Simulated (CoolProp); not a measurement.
Vapour-liquid equilibrium of R1234yf (1) + R227EA (2) at 0.00124 MPa; x and y are mole fractions of (1).

Model: multi-fluid Helmholtz-energy mixture model, Lemmon 2022 and Lemmon 2016; pair parameters Bell 2016, in CoolProp.

| x | bubble temperature, mixture model (°C) | bubble temperature, Raoult's law (°C) | y, mixture model | y, Raoult's law |
|---|---|---|---|---|
| 0.05 | -86.7 | -86.6 | 0.136 | 0.129 |
| 0.15 | -88.5 | -88.3 | 0.346 | 0.337 |
| 0.25 | -90.0 | -89.8 | 0.499 | 0.494 |
| 0.35 | -91.3 | -91.2 | 0.617 | 0.615 |
| 0.45 | -92.5 | -92.4 | 0.710 | 0.712 |
| 0.55 | -93.6 | -93.5 | 0.786 | 0.789 |
| 0.65 | -94.5 | -94.5 | 0.849 | 0.852 |
| 0.75 | -95.4 | -95.4 | 0.901 | 0.904 |
| 0.85 | -96.2 | -96.2 | 0.945 | 0.947 |
| 0.95 | -97.0 | -97.0 | 0.983 | 0.984 |

The largest gap from Raoult's law is -0.2 K in bubble temperature, at x = 0.25. No azeotrope shows between x = 0.05 and 0.95.

The pair parameters rest on a limited set of measurements; away from them the model extrapolates.
